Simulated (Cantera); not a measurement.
An isothermal, constant-pressure homogeneous reactor starts with NO : N₂ = 1 : 0.38 (molar parts), at 2000 K and 0.197 atm. Integrator tolerance rtol = 1e-08.

Detailed kinetics in Cantera: GRI-Mech 3.0 (53 species, 325 reactions).

Task: What does this change do: pressure from 0.197 atm to 1.00 atm?

Result: 
| quantity | before | after |
|---|---|---|
| x(NO) at 10.0 s | 0.0226 (gas-phase equilibrium 0.00899) | 0.00971 (gas-phase equilibrium 0.00899) |
| x(NO₂) at 10.0 s | 2.25e-5 (gas-phase equilibrium 9.03e-6) | 2.19e-5 (gas-phase equilibrium 2.03e-5) |
| x(N₂O) at 10.0 s | 3.46e-7 (gas-phase equilibrium 2.03e-7) | 4.61e-7 (gas-phase equilibrium 4.56e-7) |
| x(O) at 10.0 s | 0.000892 (gas-phase equilibrium 0.000899) | 0.000400 (gas-phase equilibrium 0.000400) |
| x(N₂) at 10.0 s | 0.626 (gas-phase equilibrium 0.633) | 0.633 (gas-phase equilibrium 0.633) |
